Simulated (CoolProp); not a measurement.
Properties of carbon monoxide along the isotherm -199.95 °C (Tc = -140.3 °C, pc = 3498 kPa, ω = 0.050).

Values from CoolProp's reference Helmholtz-energy equation of state, Lemmon 2006. It is a short technical equation, of lower accuracy than the large ones.

```json
[
 {"p (kPa)": "1590", "phase": "liquid", "density (kg/m³)": "832.0", "Joule-Thomson coefficient (K/MPa)": "-0.3626", "isothermal compressibility (1/MPa)": "0.002283", "fugacity coefficient": "0.02307"},
 {"p (kPa)": "3180", "phase": "liquid", "density (kg/m³)": "835.0", "Joule-Thomson coefficient (K/MPa)": "-0.3675", "isothermal compressibility (1/MPa)": "0.002206", "fugacity coefficient": "0.01259"},
 {"p (kPa)": "4770", "phase": "liquid", "density (kg/m³)": "837.9", "Joule-Thomson coefficient (K/MPa)": "-0.3720", "isothermal compressibility (1/MPa)": "0.002134", "fugacity coefficient": "0.009163"},
 {"p (kPa)": "6360", "phase": "liquid", "density (kg/m³)": "840.7", "Joule-Thomson coefficient (K/MPa)": "-0.3762", "isothermal compressibility (1/MPa)": "0.002067", "fugacity coefficient": "0.007499"},
 {"p (kPa)": "7950", "phase": "liquid", "density (kg/m³)": "843.4", "Joule-Thomson coefficient (K/MPa)": "-0.3801", "isothermal compressibility (1/MPa)": "0.002005", "fugacity coefficient": "0.006544"},
 {"p (kPa)": "9540", "phase": "liquid", "density (kg/m³)": "846.0", "Joule-Thomson coefficient (K/MPa)": "-0.3838", "isothermal compressibility (1/MPa)": "0.001947", "fugacity coefficient": "0.005946"},
 {"p (kPa)": "11100", "phase": "liquid", "density (kg/m³)": "848.6", "Joule-Thomson coefficient (K/MPa)": "-0.3871", "isothermal compressibility (1/MPa)": "0.001893", "fugacity coefficient": "0.005563"},
 {"p (kPa)": "12700", "phase": "liquid", "density (kg/m³)": "851.1", "Joule-Thomson coefficient (K/MPa)": "-0.3903", "isothermal compressibility (1/MPa)": "0.001842", "fugacity coefficient": "0.005302"},
 {"p (kPa)": "14300", "phase": "liquid", "density (kg/m³)": "853.6", "Joule-Thomson coefficient (K/MPa)": "-0.3933", "isothermal compressibility (1/MPa)": "0.001793", "fugacity coefficient": "0.005134"},
 {"p (kPa)": "15900", "phase": "liquid", "density (kg/m³)": "856.0", "Joule-Thomson coefficient (K/MPa)": "-0.3961", "isothermal compressibility (1/MPa)": "0.001747", "fugacity coefficient": "0.005032"},
 {"p (kPa)": "17500", "phase": "liquid", "density (kg/m³)": "858.4", "Joule-Thomson coefficient (K/MPa)": "-0.3988", "isothermal compressibility (1/MPa)": "0.001704", "fugacity coefficient": "0.004982"}
]
```
